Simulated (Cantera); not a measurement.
A closed system holds: 1 mol CH3Cl, 0.82 mol HCl, 16 mol H2, at 0.443 Torr.

These are equilibrium values from Cantera (NASA tables, ideal gas, pure condensed phases), not measurements of a reactor. Candidate condensed phases: C, C6H6, C7H8, C8H18; 91 gas species. Rates play no part. All values below are at 3398 K.

Base state: H 0.925, Cl 0.0471, C 0.0253, H2 0.00233, C2 0.000264, HCl 0.000178, C3 2.52e-5 (mole fractions); condensed: gas only.

What changes in the equilibrium state with this change: HCl from 0.82 to 0.026 mol?


| species | before | after |
|---|---|---|
| H | 0.925 | 0.943 |
| Cl | 0.0471 | 0.0277 |
| C | 0.0253 | 0.0264 |
| HCl | 0.000178 | 0.000107 |
| C3 | 2.52e-5 | 2.84e-5 |
| C2 | 0.000264 | 0.000287 |

What changes in the equilibrium state with this change: H2 from 16 to 1.2 mol?


```
species    before    after
-------  --------  -------
H           0.925    0.691
Cl         0.0471    0.203
C          0.0253   0.0989
C3        2.52e-5  0.00150
C2       0.000264  0.00403
```
